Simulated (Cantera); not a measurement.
Input (Python, Cantera) and output of one run.

```python
import numpy as np
import cantera as ct

gas_names = """
    H HNO HNO2 HNO3 HO2 H2 H2O H2O2 N NH NH2 NH3 NH2OH NO NO2 NO3 N2 N2H2 N2H4 N2O O OH O2 O3 Si SiH
    SiH2 SiH3 SiH4 SiN SiO SiO2 Si2 Si2N Si3
""".split()
cond_names = """
    H2O(s) H2O(L) Si(cr) Si(L) SiO2(Lqz) SiO2(hqz) SiO2(L) Si2N2O(s) Si3N4(a)
""".split()


def load(file, names, dense=False):
    # The tables refer to 1 bar. Condensed volumes are neglected.
    table = {s.name: s for s in ct.Species.list_from_file(file)}
    out = []
    for n in names:
        d = dict(table[n].input_data)
        d["thermo"] = dict(d["thermo"], **{"reference-pressure": 1e5})
        if dense:
            d["equation-of-state"] = {"model": "constant-volume", "density": "1e6 g/cm^3"}
        out.append(ct.Species.from_dict(d))
    return out


gas = ct.Solution(thermo="ideal-gas", species=load("nasa_gas.yaml", gas_names))
cond = {s.name: ct.Solution(thermo="fixed-stoichiometry", species=[s], name=s.name)
        for s in load("nasa_condensed.yaml", cond_names, dense=True)}
atoms = {
    'SiH4': {'Si': 1, 'H': 4},
    'N2O': {'N': 2, 'O': 1},
    'H2': {'H': 2},
}
top_T = {'Si2N2O(s)': 2100, 'Si3N4(a)': 2400}  # K; cautious upper limits of use, not melting points


def equilibrate(T, P, feed):
    n = {}
    for name, mol in feed.items():
        for a, k in atoms[name].items():
            n[a] = n.get(a, 0.0) + k * mol
    gas.TPX = T, P, n
    mass = sum(n.values()) * gas.mean_molecular_weight
    gas.equilibrate("TP")
    valid = [c for c in cond.values() if c.min_temp <= T <= top_T.get(c.name, c.max_temp)]
    mix = ct.Mixture([(gas, mass / gas.mean_molecular_weight)] + [(c, 0.0) for c in valid])
    mix.T, mix.P = T, P
    mix.equilibrate("TP", solver="vcs", rtol=1e-11, max_steps=5000)
    return mix


results = []
feed = {'SiH4': 1, 'N2O': 0.55, 'H2': 18}  # mol
P = 54  # Pa
for T in [500, 700, 900, 1100, 1300, 1500, 1700, 1900, 2100]:
    mix = equilibrate(T, P, feed)
    results.append((T, P, feed, dict(zip(mix.species_names, mix.species_moles))))
    x = sorted(zip(gas.X, gas.species_names), reverse=True)
    print(f"T = {T:g} K  P = {P:g} Pa  gas = {mix.phase_moles(0):.4g} mol")
    print("   x: " + "  ".join(f"{s} {v:.3e}" for v, s in x if v > 1e-06))
    print("   condensed (mol): " + ("  ".join(f"{mix.phase(i).name} {mix.phase_moles(i):.4g}"
          for i in range(1, mix.n_phases) if mix.phase_moles(i) > 1e-12) or "none"))
```

It prints:

```
T = 500 K  P = 54 Pa  gas = 20.07 mol
   x: H2 9.967e-01  N2 3.317e-03  NH3 9.822e-06
   condensed (mol): SiO2(Lqz) 0.03333  Si2N2O(s) 0.4833
T = 700 K  P = 54 Pa  gas = 20.07 mol
   x: H2 9.967e-01  N2 3.322e-03
   condensed (mol): SiO2(Lqz) 0.03333  Si2N2O(s) 0.4833
T = 900 K  P = 54 Pa  gas = 20.07 mol
   x: H2 9.967e-01  N2 3.322e-03  H2O 1.029e-06
   condensed (mol): SiO2(hqz) 0.03332  Si2N2O(s) 0.4833
T = 1100 K  P = 54 Pa  gas = 20.07 mol
   x: H2 9.967e-01  N2 3.321e-03  H2O 2.859e-06  H 1.111e-06
   condensed (mol): SiO2(hqz) 0.03329  Si2N2O(s) 0.4834
T = 1300 K  P = 54 Pa  gas = 20.08 mol
   x: H2 9.957e-01  N2 3.540e-03  SiO 6.680e-04  H 4.750e-05  H2O 5.809e-06
   condensed (mol): SiO2(hqz) 0.02878  Si2N2O(s) 0.4789
T = 1500 K  P = 54 Pa  gas = 20.49 mol
   x: H2 9.755e-01  SiO 1.186e-02  N2 1.186e-02  H 7.482e-04  Si 1.949e-05  SiH2 1.461e-06  SiH 1.435e-06
   condensed (mol): Si(cr) 0.1426  Si2N2O(s) 0.3069
T = 1700 K  P = 54 Pa  gas = 21.19 mol
   x: H2 9.406e-01  SiO 2.595e-02  N2 2.595e-02  H 6.150e-03  Si 1.257e-03  SiH 4.382e-05  SiH2 1.335e-05  Si2 5.509e-06  Si2N 5.143e-06  SiN 2.849e-06  Si3 1.388e-06
   condensed (mol): Si(L) 0.4216
T = 1900 K  P = 54 Pa  gas = 21.89 mol
   x: H2 8.971e-01  H 3.234e-02  SiO 2.512e-02  N2 2.509e-02  Si 1.971e-02  SiH 3.765e-04  Si2 1.336e-04  SiH2 4.415e-05  Si2N 2.965e-05  Si3 2.544e-05  SiN 2.428e-05
   condensed (mol): none
T = 2100 K  P = 54 Pa  gas = 22.93 mol
   x: H2 8.116e-01  H 1.208e-01  SiO 2.398e-02  N2 2.398e-02  Si 1.933e-02  SiH 2.196e-04  Si2 1.972e-05  SiN 1.443e-05  SiH2 1.159e-05  Si2N 1.356e-06
   condensed (mol): none
```

Cantera equilibrium calculation (NASA polynomials, part measured and part estimated; ideal gas, pure solids and liquids). Mutual solubility and eutectic melting of coexisting phases are not modelled. The tables' values for SiN are old estimates; treat these amounts as uncertain. The tables hold silica as quartz up to 1696 K and as liquid above; real silica turns to tridymite and cristobalite and melts near 1996 K. Gases not in the tables: Si2H6 and higher silanes.
